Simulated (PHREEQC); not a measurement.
Consider water at 66 °C with 8.2e-05 mol PbCl2, 0.00062 mol HBF4, 0.00019 mol Cu(NO3)2 and 1e-05 mol CaSO4 per kg of water. Closed to the air; pH follows from the charge balance.

The numbers come from PHREEQC with the ion-association model, wateq4f.dat.

Precipitation was switched off in this run.

Question: Order these F species by the share of F that they hold, largest first: BF4-, BF2(OH)2-, HF, F-, BF3OH-.

Answer: HF (67 %), F- (29 %), BF4- (1.2 %), BF2(OH)2- (1.0 %), BF3OH- (0.45 %)

The pH is 3.14 and the ionic strength 0.00160 mol/kgw. Constants without temperature data keep their 25 °C values here. Real BF4- forms and hydrolyses slowly; the run takes it at equilibrium.
